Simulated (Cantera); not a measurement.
Input: 1 mol Fe(CO)₅, 22 mol N₂, at 1600 K and 12.0 mbar.

These are equilibrium values from Cantera (NASA tables, ideal gas, pure condensed phases), not measurements of a reactor. Candidate condensed phases: C, Fe, Fe(CO)₅, FeO, Fe₂O₃, Fe₃O₄; 27 gas species. Kinetics and transport are ignored.

Base state: N₂ 0.815, CO 0.185, Fe 9.14e-5 (mole fractions); condensed: Fe(γ).

Task: What changes in the equilibrium state with this change: 0.35 mol CH₄ added?

Result: 
```csv
species,before,after
N₂,0.815,0.794
CO,0.185,0.180
H₂,0,0.0251
Fe,9.14e-5,9.14e-5
HCN,0,0.000289
H,0,7.86e-5
"Fe(γ), mol",0.998,0.997
"C(graphite), mol",0,0.342
```
Iron dissolves carbon and melts from about 1420 K in contact with it, which pure phases cannot show. Condensed phases not in the tables: cementite and carbon dissolved in iron. Further candidate phases: C₆H₆, C₇H₈, C₈H₁₈, Fe(OH)₂, Fe(OH)₃, H₂O.

Task: What changes in the equilibrium state with this change: Fe(CO)₅ replaced by Hg?

Result: 
```csv
species,before,after
N₂,0.815,0.957
Hg,0,0.0435
CO,0.185,0
Fe,9.14e-5,0
"Fe(γ), mol",0.998,0
```
Further candidate phases: Hg.
